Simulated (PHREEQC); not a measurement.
A solution holds 0.016 mol/kgw CdCl2, 0.046 mol/kgw CuCl2, 0.0034 mol/kgw H2SO4 and 0.23 mol/kgw NaCl, at 35 °C. Closed to the air; pH follows from the charge balance.

Model: ion-association model, phreeqc.dat, run in PHREEQC.

Problem. The ionic strength comes out as 0.358 mol/kgw. What activity coefficients do Cd+2, H+, Cl-, CdCl+, CuCl+ get?

Solution. Cd+2 0.28, H+ 0.77, Cl- 0.67, CdCl+ 0.73, CuCl+ 0.67.

No solid was allowed to form.
